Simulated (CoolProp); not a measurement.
The numbers come from the reference Helmholtz-energy equation of state, Wagner 2002 in CoolProp.

Give the vapour pressure (MPa), vapour density (kg/m³), surface tension (mN/m) of saturated water at 414.5, 430.6, 434.6 K.


```
T (K)  p (MPa)  vapour density (kg/m³)  surface tension (mN/m)
-----  -------  ----------------------  ----------------------
414.5    0.376                    2.04                    50.5
430.6    0.579                    3.06                    47.0
434.6    0.641                    3.37                    46.2
```

Surface tension comes from a separate correlation (Mulero 2012).
